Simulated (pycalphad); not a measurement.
# Phase fractions of Al-3.26Si-1.65Fe (at.%)

CALPHAD calculation (pycalphad, COST 507 light-alloy database (1999)), 1 atm. The data set is of 1999 and partly superseded. Amounts are mole fractions of atoms.

```tsv
T (K)	LIQUID	AL13FE4	FCC_A1	ALFESI_BETA	DIAMOND_A4
1025	1.000	-	-	-	-
950	0.988	0.012	-	-	-
875	0.108	-	0.786	0.106	-
800	-	-	0.883	0.110	0.007
725	-	-	0.878	0.110	0.012
650	-	-	0.876	0.110	0.014
575	-	-	0.874	0.110	0.016
500	-	-	0.874	0.110	0.016
```

Database names, with the compositions (at.%) that they take in these runs: AL13FE4: Al 76 Fe 24; ALFESI_BETA: Al 70 Si 15 Fe 15. FCC_A1 is fcc; DIAMOND_A4 is diamond (Si).
